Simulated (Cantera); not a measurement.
What does this Cantera script print?

```python
import numpy as np
import cantera as ct

gas_names = [...]  # 116 gases of nasa_gas.yaml made of C, H, Mg, O
cond_names = """
    C(gr) C6H6(L) C7H8(L) C8H18(L),n-octa H2O(s) H2O(L) Mg(cr) Mg(L) MgCO3(s) MgO(s) MgO(L) MgO2H2(s)
""".split()


# ... load() reads the species with a 1 bar reference pressure and builds the phases ...
atoms = {
    'MgO': {'Mg': 1, 'O': 1},
    'CH4': {'C': 1, 'H': 4},
    'H2': {'H': 2},
}
top_T = {'C(gr)': 4500}  # K; cautious upper limits of use, not melting points


# ... equilibrate(T, P, feed) seeds the gas with the atoms and calls Mixture.equilibrate('TP', solver="vcs", rtol=1e-11, max_steps=5000) ...
results = []
feed = {'MgO': 1, 'CH4': 0.32, 'H2': 5.2}  # mol
P = 133.322  # Pa
for T in [850, 900, 950, 1000, 1050, 1100, 1150, 1200, 1250, 1300, 1350]:
    mix = equilibrate(T, P, feed)
    results.append((T, P, feed, dict(zip(mix.species_names, mix.species_moles))))

top = {s: max(r[3][s] / sum(r[3][g] for g in gas_names) for r in results) for s in gas_names}
cols = sorted((s for s in top if top[s] > 0.001), key=lambda s: -top[s])[:7]
seen = [c for c in cond_names if any(r[3].get(c, 0) > 1e-12 for r in results)]
print("log10 of partial pressures in bar; condensed amounts in mol")
print(f"{'T/K':>10s}" + "".join(f"{s[:9]:>10s}" for s in cols + seen))
for T, P, feed, n in results:
    ng = sum(n[g] for g in gas_names)
    print(f"{T:10.4g}" + "".join(f"{np.log10(max(n[s] / ng * P / 1e5, 1e-99)):10.3f}" for s in cols)
          + "".join(f"{n.get(c, 0):10.4g}" for c in seen))
```

Output:

```
log10 of partial pressures in bar; condensed amounts in mol
       T/K        H2        CO        Mg     C(gr)    MgO(s)
       850    -2.875   -11.467   -11.463    0.3152         1
       900    -2.875   -10.387   -10.386    0.3176         1
       950    -2.875    -9.424    -9.423    0.3187         1
      1000    -2.875    -8.558    -8.558    0.3192         1
      1050    -2.875    -7.776    -7.776    0.3195    0.9999
      1100    -2.875    -7.066    -7.066    0.3193    0.9996
      1150    -2.875    -6.419    -6.419    0.3181    0.9983
      1200    -2.876    -5.826    -5.826    0.3133    0.9935
      1250    -2.879    -5.282    -5.282    0.2969     0.977
      1300    -2.886    -4.781    -4.781    0.2456    0.9256
      1350    -2.908    -4.318    -4.318   0.09268    0.7727
```

Equilibrium computed with Cantera from the NASA thermochemical tables; the gas is ideal and each condensed phase is pure. The tables' values for MgH are old estimates; treat these amounts as uncertain.
